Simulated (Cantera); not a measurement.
A freely propagating, adiabatic, planar premixed flame of 16.4 % CH3OH, 17.5 % O2, 66.1 % N2, equivalence ratio 1.4, unburnt at 500 K and 0.133 bar; mixture-averaged transport, grid criteria slope 0.08 and curve 0.16, no radiation.

Cantera simulation using GRI-Mech 3.0 (53 species, 325 reactions); the numbers are that mechanism's predictions, not measurements. GRI-Mech 3.0 was tuned for natural gas; its chemistry of methanol as a main component is partial and can be far from experiment. Burning velocities carry a grid error of a few per cent, more on coarse grids.

x: mole fraction of selected species; z is measured from the peak of heat release.

```tsv
z (mm)	T (K)	u (m/s)	x CH3OH	x O2	x CO	x NO2	x CH2CO	x CH3
-4.58	500	1.34	0.163	0.175	1.32e-5	<1e-8	<1e-8	<1e-8
-3.05	503	1.36	0.162	0.173	0.000134	<1e-8	<1e-8	<1e-8
-2.29	514	1.40	0.160	0.171	0.000656	<1e-8	[?]	<1e-8
-1.53	590	1.64	0.153	0.163	0.00459	2.76e-8	[?]	<1e-8
-0.763	962	2.80	0.113	0.128	0.0294	1.33e-7	[?]	2.09e-6
-0.381	1333	4.05	0.0622	0.0923	0.0609	1.19e-7	[?]	5.46e-5
0	1692	5.35	0.0116	0.0564	0.0982	2.30e-8	[?]	0.000421
0.381	1823	5.83	0.000358	0.0338	0.107	<1e-8	[?]	0.000264
0.763	1852	5.92	2.61e-6	0.0195	0.0996	<1e-8	[?]	3.86e-5
1.53	1876	5.96	<1e-8	0.00825	0.0865	<1e-8	<1e-8	6.47e-7
3.05	1895	5.99	<1e-8	0.00488	0.0756	<1e-8	<1e-8	<1e-8
6.10	1914	6.04	<1e-8	0.00416	0.0722	<1e-8	<1e-8	<1e-8
12.2	1941	6.11	<1e-8	0.00362	0.0720	<1e-8	<1e-8	<1e-8
```

Complete the blanks.


- -2.29, x CH2CO: 2.27e-8
- -1.53, x CH2CO: 3.21e-7
- -0.763, x CH2CO: 4.18e-6
- -0.381, x CH2CO: 1.16e-5
- 0, x CH2CO: 2.26e-5
- 0.381, x CH2CO: 8.42e-6
- 0.763, x CH2CO: 9.07e-7
